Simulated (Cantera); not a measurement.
A Cantera script and its output.

```python
import numpy as np
import cantera as ct

gas = ct.Solution("gri30.yaml")
gas.TPX = 1148, 1000000, {'C3H8': 1, 'O2': 4.55, 'N2': 17.1}
reactor = ct.IdealGasConstPressureReactor(gas, energy="on", clone=False)
net = ct.ReactorNet([reactor])
net.rtol, net.atol = 1e-08, 1e-16
show = ['C3H8', 'O2', 'CH2CO', 'C2H2', 'CH2']
times = np.geomspace(4e-06, 0.3, 14)

steps = ct.SolutionArray(gas, extra=["t"])
rows = []
print(f"{'t/s':>10s}{'T/K':>9s}{'P/Pa':>11s}" + "".join(f"{s:>11s}" for s in show))
for t in times:
    while net.time < t:
        t_next = net.step()
        steps.append(gas.state, t=t_next)
    rows.append([np.interp(t, steps.t, y) for y in (steps.T, steps.P, *steps(*show).X.T)])
    print(f"{t:10.3e}{rows[-1][0]:9.1f}{rows[-1][1]:11.4g}" + "".join(f"{x:11.3e}" for x in rows[-1][2:]))
rate = np.gradient(steps.T, steps.t)
print("integrator steps:", len(steps.t))
if steps.T.max() > steps.T[0] + 200:
    print(f"time of steepest temperature rise: {steps.t[rate.argmax()]:.4e} s")
gas.TPX = 1148, 1000000, {'C3H8': 1, 'O2': 4.55, 'N2': 17.1}
gas.equilibrate("HP")
print(f"equilibrium (HP): T = {gas.T:.1f} K  " + "  ".join(f"{s} {gas[s].X[0]:.3e}" for s in show))
```

It prints:

```
       t/s      T/K       P/Pa       C3H8         O2      CH2CO       C2H2        CH2
 4.000e-06   1148.0      1e+06  4.415e-02  2.009e-01  2.077e-14  4.474e-15  5.961e-16
 9.486e-06   1148.0      1e+06  4.415e-02  2.009e-01  3.873e-13  5.174e-14  3.880e-15
 2.249e-05   1148.0      1e+06  4.415e-02  2.009e-01  7.810e-12  8.078e-13  3.086e-14
 5.334e-05   1148.0      1e+06  4.414e-02  2.009e-01  2.063e-10  1.891e-11  2.735e-13
 1.265e-04   1147.9      1e+06  4.410e-02  2.009e-01  5.338e-09  4.673e-10  1.099e-12
 3.000e-04   1148.0      1e+06  4.397e-02  2.008e-01  6.437e-08  5.569e-09  1.412e-12
 7.114e-04   1148.1      1e+06  4.362e-02  2.006e-01  5.169e-07  4.445e-08  1.782e-12
 1.687e-03   1148.8      1e+06  4.259e-02  2.000e-01  4.275e-06  3.636e-07  3.314e-12
 4.000e-03   1163.7      1e+06  3.548e-02  1.946e-01  1.079e-04  8.681e-06  9.683e-11
 9.486e-03   2778.4      1e+06  9.558e-39  5.618e-03  1.184e-15  8.997e-17  9.670e-14
 2.250e-02   2778.4      1e+06  9.558e-39  5.618e-03  1.184e-15  8.997e-17  9.670e-14
 5.335e-02   2778.4      1e+06  9.558e-39  5.618e-03  1.184e-15  8.997e-17  9.670e-14
 1.265e-01   2778.4      1e+06  9.558e-39  5.618e-03  1.184e-15  8.997e-17  9.670e-14
 3.000e-01   2778.4      1e+06  9.558e-39  5.618e-03  1.184e-15  8.997e-17  9.670e-14
integrator steps: 2326
time of steepest temperature rise: 4.4222e-03 s
equilibrium (HP): T = 2778.4 K  C3H8 1.359e-38  O2 5.618e-03  CH2CO 1.289e-15  C2H2 9.608e-17  CH2 1.056e-13
```

Cantera simulation using GRI-Mech 3.0 (53 species, 325 reactions); the numbers are that mechanism's predictions, not measurements. GRI-Mech 3.0 was tuned for natural gas; its chemistry of propane as a main component is partial and can be far from experiment.
